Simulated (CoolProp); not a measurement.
Diethyl ether at several states: Z from the reference equation and from simpler models built on Tc = 467.9 K, pc = 3717 kPa, ω = 0.282; each cubic takes its own stable root.

Model: reference Helmholtz-energy equation of state, Thol 2014, in CoolProp.

| T (K) | p (kPa) | phase | reference |
|---|---|---|---|
| 347.9 | 11.5 | gas | 0.9970 |
| 533.3 | 615 | gas | 0.9641 |
| 523.5 | 1110 | gas | 0.9286 |

### Question
How far does each simpler model (van der Waals, Soave-Redlich-Kwong) lie from the reference over these 3 states: mean and median of the absolute difference, and the worst?

### Answer
- van der Waals: mean 0.1 %, median 0.1 %, worst +0.1 % at 347.9 K and 11.5 kPa
- Soave-Redlich-Kwong: mean 0.0 %, median 0.0 %, worst +0.1 % at 523.5 K and 1110 kPa
